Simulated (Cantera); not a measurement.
A perfectly stirred reactor is fed with CH2O : O2 : N2 = 0.017 : 0.014 : 1 (molar parts), equivalence ratio 1.2, at 3750 Torr; it is held at 975 K, and followed from long to short residence time.

Computed with Cantera and GRI-Mech 3.0 (53 species, 325 reactions).

One state of this run: x CH2O = 0.000807; x O2 = 0.00555; x HCN = <1e-12; x CH2 = <1e-12; x C2H2 = <1e-12; x CH2CO = 1.58e-10; x N2O = 3.20e-9. x: mole fraction; the columns are a selection and need not sum to one.

Task: Which value of τ (s) does it belong to?
(A) 0.015
(B) 0.0019
(C) 0.042
(D) 0.12

Result: D, 0.12
